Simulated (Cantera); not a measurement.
# Equilibrium for fluorocarbon and chlorocarbon gases: c-C4F8 + F2

A closed system holds: 1 mol c-C4F8, 0.5 mol F2, at 2.10 Pa.

Method: chemical equilibrium by Gibbs-energy minimisation in Cantera with the NASA 1993 tables (ideal gas, pure condensed phases). Candidate condensed phases: C; 13 gas species. The feed counts by its element totals alone. Kinetics and transport are ignored.

| T (°C) | log p F | log p C3 | log p CF | log p C | log p CF2 | log p C2 | log p C5 | log p C4 | n C(graphite) |
|---|---|---|---|---|---|---|---|---|---|
| 1950 | -4.69 | -8.42 | -6.60 | -8.64 | -6.38 | -9.47 | -11.53 | -12.16 | 3.71 |
| 2000 | -4.69 | -8.00 | -6.51 | -8.27 | -6.57 | -9.05 | -10.99 | -11.64 | 3.74 |
| 2050 | -4.69 | -7.59 | -6.43 | -7.92 | -6.75 | -8.64 | -10.48 | -11.13 | 3.73 |
| 2100 | -4.69 | -7.21 | -6.36 | -7.58 | -6.92 | -8.26 | -9.99 | -10.65 | 3.66 |
| 2150 | -4.69 | -6.84 | -6.29 | -7.25 | -7.09 | -7.88 | -9.52 | -10.19 | 3.52 |
| 2200 | -4.70 | -6.49 | -6.22 | -6.94 | -7.26 | -7.53 | -9.07 | -9.74 | 3.21 |
| 2250 | -4.71 | -6.15 | -6.17 | -6.64 | -7.44 | -7.18 | -8.63 | -9.32 | 2.56 |
| 2300 | -4.74 | -5.82 | -6.13 | -6.36 | -7.64 | -6.85 | -8.22 | -8.91 | 1.15 |
| 2350 | -4.76 | -5.69 | -6.15 | -6.14 | -7.89 | -6.66 | -8.12 | -8.75 | 0 |
log p: log10 of the partial pressure in bar; n: condensed amount in mol.

From 1950 °C to 2300 °C the condensed part is C(graphite). At 2350 °C nothing is condensed. The main C-bearing gas is CF2 at 1950 °C and C3 at 2350 °C. The share of C in condensed phases is highest at 2000 °C (93.5 %) and lowest at 2350 °C (0.0 %).
